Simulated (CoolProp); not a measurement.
Properties of 1-butene along the isobar 593 kPa (Tc = 419.3 K, pc = 4006 kPa, ω = 0.192).

Model: reference Helmholtz-energy equation of state, Lemmon 2005, in CoolProp. It is a short technical equation, of lower accuracy than the large ones.

```csv
T (K),phase,cp (kJ/(kg K)),Joule-Thomson coefficient (K/MPa)
318.9,liquid,2.428,-0.1510
335,gas,1.856,21.06
351.1,gas,1.872,17.44
367.1,gas,1.904,14.74
383.2,gas,1.946,12.63
399.3,gas,1.993,10.96
415.3,gas,2.044,9.611
431.4,gas,2.097,8.497
447.5,gas,2.151,7.571
463.5,gas,2.206,6.797
479.6,gas,2.261,6.135
```
